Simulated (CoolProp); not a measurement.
Vapour-liquid equilibrium of n-pentane (1) + cyclohexane (2) at 29.25 °C; x and y are mole fractions of (1).

Computed with CoolProp (multi-fluid Helmholtz-energy mixture model, Thol 2019 and Zhou 2014; pair parameters Bell 2016).

```tsv
x	bubble pressure, mixture model (bar)	bubble pressure, Raoult's law (bar)	y, mixture model	y, Raoult's law
0.05	?	0.1892	0.237	0.211
0.2	?	0.2854	0.580	0.559
0.35	0.4033	0.3816	0.736	0.732
0.5	0.4960	0.4777	0.829	0.835
0.65	0.5860	0.5739	0.895	0.904
0.8	0.6757	0.6701	0.946	0.953
0.95	?	0.7663	0.987	0.990
```

Q: Fill in the missing entries.

A: 
- 0.05, bubble pressure, mixture model (bar): 0.1964
- 0.2, bubble pressure, mixture model (bar): 0.3049
- 0.95, bubble pressure, mixture model (bar): 0.7671

The largest gap from Raoult's law is +6.8 % in bubble pressure, at x = 0.2. No azeotrope shows between x = 0.05 and 0.95.

Pair parameters are fitted to limited data, so mixtures are less certain than the pure fluids.
